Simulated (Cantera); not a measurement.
A perfectly stirred reactor is fed with CH4 : H2 : O2 = 0.003 : 1 : 0.0024 (molar parts), at 0.0132 atm; it is held at 2225 K, and followed from long to short residence time.

Computed with Cantera and GRI-Mech 3.0 (53 species, 325 reactions). Radical loss at walls, strong at low pressure, is not modelled.

**Question.** What does this change do: H2 1 to 0.51 parts?

**Answer.** 
```
quantity                 before     after
---------------------  --------  --------
x(CH4) at τ = 14.0 s    7.51e-6   8.28e-6
x(H2) at τ = 14.0 s       0.944     0.940
x(O2) at τ = 14.0 s     1.45e-8   2.90e-8
x(HO2) at τ = 14.0 s   1.04e-12  2.19e-12
x(H2O) at τ = 14.0 s    0.00176   0.00338
x(CH4) at τ = 62.0 ms   0.00103   0.00126
x(H2) at τ = 62.0 ms      0.977     0.969
x(O2) at τ = 62.0 ms    1.04e-5   1.69e-5
x(HO2) at τ = 62.0 ms   2.09e-9   2.88e-9
x(H2O) at τ = 62.0 ms   0.00451   0.00837
```

**Question.** What does this change do: O2 0.0024 to 0.022 parts?

**Answer.** 
| quantity | before | after |
|---|---|---|
| x(CH4) at τ = 14.0 s | 7.51e-6 | 3.52e-7 |
| x(H2) at τ = 14.0 s | 0.944 | 0.905 |
| x(O2) at τ = 14.0 s | 1.45e-8 | 3.67e-7 |
| x(HO2) at τ = 14.0 s | 1.04e-12 | 5.64e-11 |
| x(H2O) at τ = 14.0 s | 0.00176 | 0.0392 |
| x(CH4) at τ = 62.0 ms | 0.00103 | 0.000161 |
| x(H2) at τ = 62.0 ms | 0.977 | 0.919 |
| x(O2) at τ = 62.0 ms | 1.04e-5 | 3.97e-5 |
| x(HO2) at τ = 62.0 ms | 2.09e-9 | 3.49e-9 |
| x(H2O) at τ = 62.0 ms | 0.00451 | 0.0400 |
The temperature is held fixed by assumption; the heat of reaction is taken as removed at once.
